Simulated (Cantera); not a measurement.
What does this Cantera script print?

```python
import numpy as np
import cantera as ct

gas_names = """
    H HNO HNO2 HNO3 HO2 H2 H2O H2O2 N NH NH2 NH3 NH2OH NO NO2 NO3 N2 N2H2 N2H4 N2O O OH O2 O3 Si SiH
    SiH2 SiH3 SiH4 SiN SiO SiO2 Si2 Si2N Si3
""".split()
cond_names = """
    H2O(s) H2O(L) Si(cr) Si(L) SiO2(Lqz) SiO2(hqz) SiO2(L) Si2N2O(s) Si3N4(a)
""".split()


# ... load() reads the species with a 1 bar reference pressure and builds the phases ...
atoms = {
    'Si2H6': {'Si': 2, 'H': 6},
    'O3': {'O': 3},
    'N2': {'N': 2},
    'H2O': {'H': 2, 'O': 1},
}
top_T = {'Si2N2O(s)': 2100, 'Si3N4(a)': 2400}  # K; cautious upper limits of use, not melting points


# ... equilibrate(T, P, feed) seeds the gas with the atoms and calls Mixture.equilibrate('TP', solver="vcs", rtol=1e-11, max_steps=5000) ...
results = []
feed = {'Si2H6': 1, 'O3': 8.4, 'N2': 96, 'H2O': 3.6}  # mol
T = 1275  # K
P = 11000  # Pa
mix = equilibrate(T, P, feed)
results.append((T, P, feed, dict(zip(mix.species_names, mix.species_moles))))
x = sorted(zip(gas.X, gas.species_names), reverse=True)
print(f"T = {T:g} K  P = {P:g} Pa  gas = {mix.phase_moles(0):.4g} mol")
print("   x: " + "  ".join(f"{s} {v:.3e}" for v, s in x if v > 1e-05))
print("   condensed (mol): " + ("  ".join(f"{mix.phase(i).name} {mix.phase_moles(i):.4g}"
      for i in range(1, mix.n_phases) if mix.phase_moles(i) > 1e-12) or "none"))
```

Output:

```
T = 1275 K  P = 11000 Pa  gas = 111.7 mol
   x: N2 8.593e-01  O2 8.136e-02  H2O 5.908e-02  NO 2.180e-04
   condensed (mol): SiO2(hqz) 2
```

These are equilibrium values from Cantera (NASA tables, ideal gas, pure condensed phases), not measurements of a reactor. The feed counts by its element totals alone. The tables hold silica as quartz up to 1696 K and as liquid above; real silica turns to tridymite and cristobalite and melts near 1996 K.
